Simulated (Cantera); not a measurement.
A counterflow diffusion flame at 2.07 atm, nozzles 20 mm apart: fuel side 86.2 % CH₄, 13.8 % H₂ at 375 K, oxidiser side 21.0 % O₂, 79.0 % N₂ at 723 K, fuel mass flux 0.83 times the oxidiser's; mixture-averaged transport, no radiation.

Detailed kinetics in Cantera: GRI-Mech 3.0 (53 species, 325 reactions). GRI-Mech 3.0 has no aromatics or soot, which form on the fuel side of real flames. The maximum strain rate includes the flame's own expansion and is several times the mean.

x: mole fraction; the columns are a selection and need not sum to one.

```json
[
 {"oxidiser flux (kg/m²/s)": "1.3", "max strain (1/s)": "…", "mean strain (1/s)": "121", "T max (K)": "2284", "peak x OH": "0.0104", "peak x H": "0.00457", "peak x NO": "0.000379", "peak x CO": "0.0565", "peak x C₂H₂": "0.0149"},
 {"oxidiser flux (kg/m²/s)": "1.7", "max strain (1/s)": "…", "mean strain (1/s)": "159", "T max (K)": "2270", "peak x OH": "0.0105", "peak x H": "0.00476", "peak x NO": "0.000351", "peak x CO": "0.0554", "peak x C₂H₂": "0.0141"},
 {"oxidiser flux (kg/m²/s)": "2.4", "max strain (1/s)": "…", "mean strain (1/s)": "224", "T max (K)": "2254", "peak x OH": "0.0105", "peak x H": "0.00503", "peak x NO": "0.000318", "peak x CO": "0.0545", "peak x C₂H₂": "0.0132"},
 {"oxidiser flux (kg/m²/s)": "3.3", "max strain (1/s)": "…", "mean strain (1/s)": "308", "T max (K)": "2240", "peak x OH": "0.0105", "peak x H": "0.00528", "peak x NO": "0.000287", "peak x CO": "0.0538", "peak x C₂H₂": "0.0125"},
 {"oxidiser flux (kg/m²/s)": "4.5", "max strain (1/s)": "…", "mean strain (1/s)": "420", "T max (K)": "2225", "peak x OH": "0.0105", "peak x H": "0.00550", "peak x NO": "0.000254", "peak x CO": "0.0532", "peak x C₂H₂": "0.0118"},
 {"oxidiser flux (kg/m²/s)": "6.3", "max strain (1/s)": "…", "mean strain (1/s)": "588", "T max (K)": "2204", "peak x OH": "0.0103", "peak x H": "0.00569", "peak x NO": "0.000214", "peak x CO": "0.0527", "peak x C₂H₂": "0.0108"},
 {"oxidiser flux (kg/m²/s)": "8.6", "max strain (1/s)": "…", "mean strain (1/s)": "802", "T max (K)": "2182", "peak x OH": "0.00998", "peak x H": "0.00580", "peak x NO": "0.000176", "peak x CO": "0.0523", "peak x C₂H₂": "0.00981"},
 {"oxidiser flux (kg/m²/s)": "12", "max strain (1/s)": "…", "mean strain (1/s)": "1120", "T max (K)": "2154", "peak x OH": "0.00954", "peak x H": "0.00586", "peak x NO": "0.000135", "peak x CO": "0.0522", "peak x C₂H₂": "0.00870"}
]
```

Complete the blanks.


- 1.3, max strain (1/s): 523
- 1.7, max strain (1/s): 668
- 2.4, max strain (1/s): 917
- 3.3, max strain (1/s): 1230
- 4.5, max strain (1/s): 1650
- 6.3, max strain (1/s): 2260
- 8.6, max strain (1/s): 3020
- 12, max strain (1/s): 4150
